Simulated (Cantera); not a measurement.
Source: NASA polynomial tables (part measured, part estimated), evaluated in Cantera. Values are per mole of reaction as written; species without (g) are pure solids or liquids, kept so even where they would boil at 1 bar.

### Question
Between 1000 and 1250 K, where is each reaction favourable under standard conditions?
- 2 Na + Cl2(g) = 2 NaCl(g)
- Pb + Cl2(g) = PbCl2(g)
- 2 Cs + Cl2(g) = 2 CsCl

### Answer
- 2 Na + Cl2(g) = 2 NaCl(g): ΔG° is -477 kJ at 1000 K and -499 kJ at 1250 K; it stays negative (K > 1). ΔH° is -388 kJ and ΔS° 89 J/K at 1250 K.
- Pb + Cl2(g) = PbCl2(g): ΔG° is -196 kJ at 1000 K and -199 kJ at 1250 K; it stays negative (K > 1). ΔH° is -187 kJ and ΔS° 10 J/K at 1250 K.
- 2 Cs + Cl2(g) = 2 CsCl: ΔG° is -698 kJ at 1000 K and -666 kJ at 1250 K; it stays negative (K > 1). ΔH° is -819 kJ and ΔS° -122 J/K at 1250 K.
